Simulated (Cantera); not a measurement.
What does this Cantera script print?

```python
import numpy as np
import cantera as ct

gas_names = [...]  # 109 gases of nasa_gas.yaml made of C, Cl, H, Si
cond_names = """
    C(gr) C6H6(L) C7H8(L) C8H18(L),n-octa Si(cr) Si(L) SiC(b)
""".split()


# ... load() reads the species with a 1 bar reference pressure and builds the phases ...
atoms = {
    'CH3SiCl3': {'C': 1, 'H': 3, 'Si': 1, 'CL': 3},
    'C2H4': {'C': 2, 'H': 4},
    'H2': {'H': 2},
}
top_T = {'C(gr)': 4500, 'SiC(b)': 3050}  # K; cautious upper limits of use, not melting points


# ... equilibrate(T, P, feed) seeds the gas with the atoms and calls Mixture.equilibrate('TP', solver="vcs", rtol=1e-11, max_steps=5000) ...
results = []
feed = {'CH3SiCl3': 1, 'C2H4': 0.089, 'H2': 200}  # mol
T = 2350  # K
for P in [100, 220, 460, 1000, 2200, 4600, 10000, 22000, 46000, 100000]:
    mix = equilibrate(T, P, feed)
    results.append((T, P, feed, dict(zip(mix.species_names, mix.species_moles))))
    x = sorted(zip(gas.X, gas.species_names), reverse=True)
    print(f"T = {T:g} K  P = {P:g} Pa  gas = {mix.phase_moles(0):.4g} mol")
    print("   x: " + "  ".join(f"{s} {v:.3e}" for v, s in x if v > 1e-06))
    print("   condensed (mol): " + ("  ".join(f"{mix.phase(i).name} {mix.phase_moles(i):.4g}"
          for i in range(1, mix.n_phases) if mix.phase_moles(i) > 1e-12) or "none"))
```

Output:

```
T = 2350 K  P = 100 Pa  gas = 243.6 mol
   x: H2 6.609e-01  H 3.206e-01  HCL 9.129e-03  Si 3.720e-03  CL 3.174e-03  C2H2,acetylene 1.993e-03  SiC2 3.322e-04  C2H 4.942e-05  SiH 3.219e-05  C3 1.668e-05  C 1.370e-05  SiCL 9.320e-06  Si2C 4.090e-06  C4H2 2.466e-06  C2 2.022e-06
   condensed (mol): none
T = 2350 K  P = 220 Pa  gas = 231.1 mol
   x: H2 7.502e-01  H 2.303e-01  HCL 1.063e-02  Si 3.902e-03  CL 2.338e-03  C2H2,acetylene 2.156e-03  SiC2 3.321e-04  SiH 5.335e-05  C2H 3.384e-05  SiCL 1.584e-05  Si2C 9.664e-06  C3 7.057e-06  C 6.082e-06  SiH2 2.576e-06  C4H2 2.544e-06  SiCL2 1.506e-06
   condensed (mol): none
T = 2350 K  P = 460 Pa  gas = 222.8 mol
   x: H2 8.139e-01  H 1.659e-01  HCL 1.172e-02  Si 3.997e-03  C2H2,acetylene 2.265e-03  CL 1.712e-03  SiC2 3.294e-04  SiH 8.231e-05  SiCL 2.484e-05  C2H 2.360e-05  Si2C 2.087e-05  SiH2 5.987e-06  SiCL2 3.614e-06  C3 3.215e-06  C 2.862e-06  C4H2 2.587e-06  CH3 1.596e-06  Si2 1.076e-06  C2H2,vinylidene 1.027e-06
   condensed (mol): none
T = 2350 K  P = 1000 Pa  gas = 216.8 mol
   x: H2 8.634e-01  H 1.159e-01  HCL 1.257e-02  Si 4.008e-03  C2H2,acetylene 2.343e-03  CL 1.209e-03  SiC2 3.222e-04  SiH 1.253e-04  Si2C 4.505e-05  SiCL 3.825e-05  C2H 1.608e-05  SiH2 1.384e-05  SiCL2 8.546e-06  C4H2 2.611e-06  CH3 2.539e-06  Si2 2.353e-06  C3 1.425e-06  C 1.300e-06  C2H2,vinylidene 1.063e-06  CH4 1.018e-06
   condensed (mol): none
T = 2350 K  P = 2200 Pa  gas = 212.7 mol
   x: H2 8.992e-01  H 7.974e-02  HCL 1.317e-02  Si 3.905e-03  C2H2,acetylene 2.392e-03  CL 8.370e-04  SiC2 3.077e-04  SiH 1.849e-04  Si2C 9.315e-05  SiCL 5.676e-05  SiH2 3.091e-05  SiCL2 1.931e-05  C2H 1.084e-05  Si2 4.914e-06  CH3 3.964e-06  C4H2 2.612e-06  CH4 2.404e-06  C2H2,vinylidene 1.085e-06
   condensed (mol): none
T = 2350 K  P = 4600 Pa  gas = 210 mol
   x: H2 9.230e-01  H 5.587e-02  HCL 1.354e-02  Si 3.679e-03  C2H2,acetylene 2.413e-03  CL 5.873e-04  SiC2 2.849e-04  SiH 2.552e-04  Si2C 1.714e-04  SiCL 7.847e-05  SiH2 6.249e-05  SiCL2 3.917e-05  Si2 9.121e-06  C2H 7.466e-06  CH3 5.908e-06  CH4 5.250e-06  C4H2 2.589e-06  C2H2,vinylidene 1.094e-06
   condensed (mol): none
T = 2350 K  P = 10000 Pa  gas = 208 mol
   x: H2 9.407e-01  H 3.825e-02  HCL 1.376e-02  Si 3.289e-03  C2H2,acetylene 2.411e-03  CL 4.010e-04  SiH 3.395e-04  Si2C 2.947e-04  SiC2 2.497e-04  SiH2 1.238e-04  SiCL 1.041e-04  SiCL2 7.713e-05  Si2 1.584e-05  CH4 1.174e-05  CH3 8.874e-06  C2H 5.012e-06  C4H2 2.536e-06  C2H2,vinylidene 1.094e-06
   condensed (mol): none
T = 2350 K  P = 22000 Pa  gas = 206.4 mol
   x: H2 9.552e-01  H 2.599e-02  HCL 1.398e-02  Si 1.883e-03  C2H2,acetylene 1.718e-03  SiH 2.905e-04  CL 2.725e-04  Si2C 1.780e-04  SiH2 1.583e-04  SiC2 1.003e-04  SiCL2 9.871e-05  SiCL 8.910e-05  CH4 2.231e-05  Si2 1.142e-05  CH3 1.128e-05  C2H 2.390e-06  C4H2 1.269e-06
   condensed (mol): SiC(b) 0.3807
T = 2350 K  P = 46000 Pa  gas = 205.3 mol
   x: H2 9.645e-01  H 1.806e-02  HCL 1.412e-02  C2H2,acetylene 1.271e-03  Si 1.052e-03  SiH 2.359e-04  CL 1.894e-04  SiH2 1.867e-04  SiCL2 1.165e-04  Si2C 9.949e-05  SiCL 7.236e-05  SiC2 4.106e-05  CH4 4.070e-05  CH3 1.417e-05  Si2 7.458e-06  C2H 1.217e-06
   condensed (mol): SiC(b) 0.6056
T = 2350 K  P = 100000 Pa  gas = 204.6 mol
   x: H2 9.711e-01  HCL 1.421e-02  H 1.229e-02  C2H2,acetylene 9.778e-04  Si 5.537e-04  SiH2 2.151e-04  SiH 1.836e-04  SiCL2 1.341e-04  CL 1.289e-04  CH4 7.840e-05  SiCL 5.632e-05  Si2C 5.236e-05  CH3 1.845e-05  SiC2 1.651e-05  Si2 4.490e-06  C2H4 1.216e-06
   condensed (mol): SiC(b) 0.7391
```

Cantera equilibrium calculation (NASA polynomials, part measured and part estimated; ideal gas, pure solids and liquids). The feed counts by its element totals alone. The tables' values for SiCl are old estimates; treat these amounts as uncertain. Gases not in the tables: Si2H6 and higher silanes.
